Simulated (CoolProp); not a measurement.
Hexamethyldisiloxane (MM) along the isobar 2.91 MPa: density (kg/m³) from the reference equation and from simpler models built on Tc = 518.7 K, pc = 1.931 MPa, ω = 0.418; each cubic takes its own stable root.

The numbers come from the reference Helmholtz-energy equation of state, Thol 2016 in CoolProp.

| T (K) | phase | reference |
|---|---|---|
| 367 | liquid | 690.8 |
| 373.9 | liquid | 683.0 |
| 380.8 | liquid | 675.1 |
| 387.6 | liquid | 667.2 |
| 394.5 | liquid | 659.0 |
| 401.4 | liquid | 650.7 |
| 408.3 | liquid | 642.2 |
| 415.2 | liquid | 633.5 |
| 422.1 | liquid | 624.6 |
| 429 | liquid | 615.4 |
| 435.9 | liquid | 606.0 |
| 442.8 | liquid | 596.4 |
| 449.7 | liquid | 586.3 |
| 456.6 | liquid | 576.0 |

Task: How far does each simpler model (Redlich-Kwong, Soave-Redlich-Kwong, Peng-Robinson) lie from the reference over these 14 states: mean and median of the absolute difference, and the worst?

Result: 
- Redlich-Kwong: mean 11.7 %, median 11.6 %, worst -13.0 % at 456.6 K and 2.91 MPa
- Soave-Redlich-Kwong: mean 6.5 %, median 6.3 %, worst -8.1 % at 456.6 K and 2.91 MPa
- Peng-Robinson: mean 5.6 %, median 5.9 %, worst +6.3 % at 380.8 K and 2.91 MPa
